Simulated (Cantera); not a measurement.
A perfectly stirred reactor is fed with C3H8 : H2 = 1 : 30 (molar parts), at 4.28 Torr; it is held at 1550 K, and followed from long to short residence time.

Cantera simulation using GRI-Mech 3.0 (53 species, 325 reactions); the numbers are that mechanism's predictions, not measurements. GRI-Mech 3.0 was tuned for natural gas; its chemistry of propane as a main component is partial and can be far from experiment. GRI-Mech 3.0 stops at C3 and has no aromatics, soot or wall deposition, so with more carbon than oxygen in the feed, carbon stays in small species such as C2H2 where larger ones or solid carbon would form. Radical loss at walls, strong at low pressure, is not modelled.

```json
[
 {"quantity": "x(C3H8) at τ = 0.310 s", "before": "7.42e-5", "after": "9.49e-5"},
 {"quantity": "x(H2) at τ = 0.310 s", "before": "0.938", "after": "0.922"},
 {"quantity": "x(CH4) at τ = 0.310 s", "before": "0.0301", "after": "0.0367"},
 {"quantity": "x(CH2) at τ = 0.310 s", "before": "7.47e-7", "after": "8.65e-7"},
 {"quantity": "x(C2H2) at τ = 0.310 s", "before": "0.0285", "after": "0.0366"},
 {"quantity": "x(C3H8) at τ = 6.90 ms", "before": "0.00219", "after": "0.00276"},
 {"quantity": "x(H2) at τ = 6.90 ms", "before": "0.936", "after": "0.919"},
 {"quantity": "x(CH4) at τ = 6.90 ms", "before": "0.0317", "after": "0.0400"},
 {"quantity": "x(CH2) at τ = 6.90 ms", "before": "2.29e-6", "after": "2.75e-6"},
 {"quantity": "x(C2H2) at τ = 6.90 ms", "before": "0.0110", "after": "0.0142"}
]
```

Problem. What was changed between the two runs?
(A) temperature 1550 to 1898 K
(B) H2 30 to 3.6 parts
(C) C3H8 1 to 1.3 parts
(D) temperature 1550 to 1248 K

Solution. C, C3H8 1 to 1.3 parts
